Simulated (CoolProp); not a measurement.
Vapour pressure (MPa) of carbonyl sulfide: the reference equation beside estimates from Tc = 378.8 K, pc = 6.369 MPa, ω = 0.098. Clausius-Clapeyron is anchored at 295.1 K with a constant enthalpy of vaporisation of 14.93 kJ/mol.

Model: reference Helmholtz-energy equation of state, Lemmon 2006, in CoolProp. It is a short technical equation, of lower accuracy than the large ones.

| T (K) | reference | Clausius-Clapeyron | van der Waals | Redlich-Kwong | Soave-Redlich-Kwong | Peng-Robinson |
|---|---|---|---|---|---|---|
| 295.1 | 1.187 | 1.187 | 2.158 | 1.294 | 1.196 | 1.187 |
| 302.8 | 1.435 | 1.386 | 2.434 | 1.558 | 1.449 | 1.436 |
| 310.5 | 1.719 | 1.605 | 2.731 | 1.858 | 1.739 | 1.722 |
| 318.2 | 2.042 | 1.846 | 3.049 | 2.196 | 2.067 | 2.047 |
| 325.9 | 2.406 | 2.110 | 3.391 | 2.572 | 2.439 | 2.415 |
| 333.6 | 2.815 | 2.396 | 3.755 | 2.990 | 2.855 | 2.829 |
| 341.3 | 3.272 | 2.705 | 4.142 | 3.451 | 3.320 | 3.293 |
| 349 | 3.782 | 3.038 | 4.552 | 3.957 | 3.836 | 3.809 |
| 356.7 | 4.349 | 3.395 | 4.987 | 4.510 | 4.407 | 4.381 |

Absolute difference from the reference over all 9 rows, mean and median: Clausius-Clapeyron 11.8 and 12.3 %, van der Waals 44.0 and 40.9 %, Redlich-Kwong 6.7 and 6.9 %, Soave-Redlich-Kwong 1.2 and 1.3 %, Peng-Robinson 0.4 and 0.4 %.
